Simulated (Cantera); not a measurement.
Feed: 1 mol PbO, 52 mol H2, held at 1427 °C and 850 Pa.

These are equilibrium values from Cantera (NASA tables, ideal gas, pure condensed phases), not measurements of a reactor. Candidate condensed phases: H2O, Pb, PbO, PbO2, Pb3O4; 12 gas species. Kinetics and transport are ignored.

Base state: H2 0.961, Pb 0.0189, H2O 0.0189, H 0.00157 (mole fractions); condensed: gas only.

### Question
What changes in the equilibrium state with this change: temperature from 1427 °C to 1577 °C?

### Answer
```csv
species,before,after
H2,0.961,0.957
Pb,0.0189,0.0188
H2O,0.0189,0.0188
H,0.00157,0.00572
```

### Question
What changes in the equilibrium state with this change: PbO replaced by FeS?

### Answer
```json
[
 {"species": "H2", "before": "0.961", "after": "0.983"},
 {"species": "H2S", "before": "0", "after": "0.00885"},
 {"species": "S2", "before": "0", "after": "0.00400"},
 {"species": "Pb", "before": "0.0189", "after": "0"},
 {"species": "H2O", "before": "0.0189", "after": "0"},
 {"species": "Fe", "before": "0", "after": "0.000740"},
 {"species": "SH", "before": "0", "after": "0.00204"},
 {"species": "S", "before": "0", "after": "0.000217"},
 {"species": "H", "before": "0.00157", "after": "0.00158"},
 {"species": "Fe(δ), mol", "before": "0", "after": "0.961"}
]
```
Further candidate phases: Fe, FeS, FeS2, S.
